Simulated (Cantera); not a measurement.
## Ignition delay

Mixture: CH4 : O2 : N2 = 1 : 2.41 : 13.3 (molar parts), at 3.36 atm, adiabatic and at constant pressure. Ignition delay is the time to a rise of 400 K.

Cantera simulation using GRI-Mech 3.0 (53 species, 325 reactions); the numbers are that mechanism's predictions, not measurements.

| T0 (K) | delay (ms) |
|---|---|
| 1173 | 27.7 |
| 1223 | 14.3 |
| 1273 | 7.62 |
| 1323 | 4.16 |
| 1373 | 2.33 |
| 1423 | 1.34 |
| 1473 | 0.788 |

- apparent activation energy between 1373 and 1473 K = 180 kJ/mol
